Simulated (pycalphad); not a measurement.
**Freezing of Al-Mg-Si alloys with rising Si**

CALPHAD calculation (pycalphad, COST 507 light-alloy database (1999)), 1 atm. The data set is of 1999 and partly superseded. Amounts are mole fractions of atoms.

Scheil-Gulliver runs (no diffusion in the solid, steps of 4 K) beside full equilibrium.

| alloy | liquidus (K) | Scheil, half solid (K) | Scheil, 80 % solid (K) | Scheil, invariant end (K) | liquid left at that end | equilibrium solidus (K) |
|---|---|---|---|---|---|---|
| Al-71.2Mg-3.5Si (at.%) | 979 | at the invariant end | at the invariant end | 709 | 0.78 | 709 |
| Al-71.2Mg-10.5Si (at.%) | 1139 | at the invariant end | at the invariant end | 709 | 0.55 | 709 |
| Al-71.2Mg-14Si (at.%) | (withheld) | (withheld) | at the invariant end | 709 | (withheld) | 709 |

Problem. What belongs in the gaps?

Solution. 
- Al-71.2Mg-14Si (at.%), liquidus (K): 1193
- Al-71.2Mg-14Si (at.%), Scheil, half solid (K): 733
- Al-71.2Mg-14Si (at.%), liquid left at that end: 0.43
